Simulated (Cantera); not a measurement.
What does this Cantera script print?

```python
import numpy as np
import cantera as ct

gas = ct.Solution("gri30.yaml")
gas.TPX = 1700, 100000, {'CH4': 0.12, 'H2O': 1.3}
reactor = ct.IdealGasConstPressureReactor(gas, energy="off", clone=False)
net = ct.ReactorNet([reactor])
net.rtol, net.atol = 1e-08, 1e-18
show = ['CH4', 'H2O', 'CH3', 'C2H4', 'CH2', 'H2']
times = np.geomspace(4e-05, 30, 15)

steps = ct.SolutionArray(gas, extra=["t"])
rows = []
print(f"{'t/s':>10s}{'T/K':>9s}{'P/Pa':>11s}" + "".join(f"{s:>11s}" for s in show))
for t in times:
    while net.time < t:
        t_next = net.step()
        steps.append(gas.state, t=t_next)
    rows.append([np.interp(t, steps.t, y) for y in (steps.T, steps.P, *steps(*show).X.T)])
    print(f"{t:10.3e}{rows[-1][0]:9.1f}{rows[-1][1]:11.4g}" + "".join(f"{x:11.3e}" for x in rows[-1][2:]))
rate = np.gradient(steps.T, steps.t)
print("integrator steps:", len(steps.t))
if steps.T.max() > steps.T[0] + 200:
    print(f"time of steepest temperature rise: {steps.t[rate.argmax()]:.4e} s")
gas.TPX = 1700, 100000, {'CH4': 0.12, 'H2O': 1.3}
gas.equilibrate("TP")
print(f"equilibrium (TP): T = {gas.T:.1f} K  " + "  ".join(f"{s} {gas[s].X[0]:.3e}" for s in show))
```

Result:

```
       t/s      T/K       P/Pa        CH4        H2O        CH3       C2H4        CH2         H2
 4.000e-05   1700.0      1e+05  8.423e-02  9.154e-01  2.378e-04  3.629e-06  3.219e-08  1.423e-04
 1.051e-04   1700.0      1e+05  8.371e-02  9.152e-01  4.723e-04  4.951e-05  1.245e-07  4.587e-04
 2.763e-04   1700.0      1e+05  8.197e-02  9.144e-01  7.388e-04  4.394e-04  3.063e-07  1.913e-03
 7.261e-04   1700.0      1e+05  7.658e-02  9.106e-01  8.206e-04  1.786e-03  4.041e-07  8.340e-03
 1.908e-03   1700.0      1e+05  6.525e-02  8.992e-01  6.622e-04  2.129e-03  3.318e-07  2.556e-02
 5.015e-03   1700.0      1e+05  4.846e-02  8.789e-01  4.602e-04  9.760e-04  2.590e-07  5.395e-02
 1.318e-02   1700.0      1e+05  3.063e-02  8.504e-01  2.781e-04  3.853e-04  1.910e-07  8.959e-02
 3.464e-02   1700.0      1e+05  1.843e-02  8.100e-01  1.566e-04  2.062e-04  1.228e-07  1.310e-01
 9.104e-02   1700.0      1e+05  1.255e-02  7.591e-01  9.255e-05  1.258e-04  6.132e-08  1.763e-01
 2.393e-01   1700.0      1e+05  7.433e-03  7.124e-01  4.794e-05  4.516e-05  2.219e-08  2.172e-01
 6.288e-01   1700.0      1e+05  2.309e-03  6.859e-01  1.384e-05  4.221e-06  4.523e-09  2.417e-01
 1.653e+00   1700.0      1e+05  1.409e-04  6.791e-01  8.340e-07  1.524e-08  2.364e-10  2.485e-01
 4.343e+00   1700.0      1e+05  8.353e-08  6.787e-01  5.031e-10  7.923e-15  1.440e-13  2.489e-01
 1.141e+01   1700.0      1e+05  4.044e-10  6.787e-01  2.438e-12  9.279e-18  7.500e-16  2.489e-01
 3.000e+01   1700.0      1e+05  4.044e-10  6.787e-01  2.438e-12  9.279e-18  7.500e-16  2.489e-01
integrator steps: 2071
equilibrium (TP): T = 1700.0 K  CH4 4.729e-10  H2O 6.787e-01  CH3 2.851e-12  C2H4 1.085e-17  CH2 8.748e-16  H2 2.489e-01
```

Cantera simulation using GRI-Mech 3.0 (53 species, 325 reactions); the numbers are that mechanism's predictions, not measurements.
